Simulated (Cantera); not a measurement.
A closed system holds: 1 mol MgO, 20 mol Cl₂, 0.62 mol N₂, equilibrated at 802 °C and 0.133 bar.

Cantera equilibrium calculation (NASA polynomials, part measured and part estimated; ideal gas, pure solids and liquids). Candidate condensed phases: Mg, MgCl₂, MgO; 18 gas species. Mutual solubility and eutectic melting of coexisting phases are not modelled. The numbers say what is thermodynamically allowed, not how fast it happens.

Base state: Cl₂ 0.947, N₂ 0.0302, O₂ 0.0124, MgCl₂ 0.00710, Cl 0.00294 (mole fractions); condensed: MgCl₂(l) + MgO(s).

Question: What changes in the equilibrium state with this change: temperature from 802 °C to 1175 °C?

Answer: 
```tsv
species	before	after
Cl₂	0.947	0.805
Cl	0.00294	0.0999
MgCl₂	0.00710	0.0450
O₂	0.0124	0.0224
N₂	0.0302	0.0279
ClO	6.14e-6	0.000144
NO	3.20e-6	5.77e-5
MgCl₂(l), mol	0.362	0
MgO(s), mol	0.492	0
```

Question: What changes in the equilibrium state with this change: temperature from 802 °C to 1575 °C?

Answer: 
```csv
species,before,after
Cl,0.00294,0.610
Cl₂,0.947,0.320
MgCl₂,0.00710,0.0329
N₂,0.0302,0.0203
O₂,0.0124,0.0161
O,<1e-9,6.58e-5
ClO,6.14e-6,0.000482
NO,3.20e-6,0.000216
"MgCl₂(l), mol",0.362,0
"MgO(s), mol",0.492,0
```

Question: What changes in the equilibrium state with this change: MgO replaced by SiO₂?

Answer: 
| species | before | after |
|---|---|---|
| Cl₂ | 0.947 | 0.967 |
| N₂ | 0.0302 | 0.0300 |
| Cl | 0.00294 | 0.00297 |
| O₂ | 0.0124 | 1.68e-5 |
| MgCl₂ | 0.00710 | 0 |
| SiCl₄ | 0 | 1.69e-5 |
| MgCl₂(l), mol | 0.362 | 0 |
| MgO(s), mol | 0.492 | 0 |
| SiO₂(β-quartz), mol | 0 | 1.000 |
Further candidate phases: Si, SiO₂, Si₂N₂O, Si₃N₄.
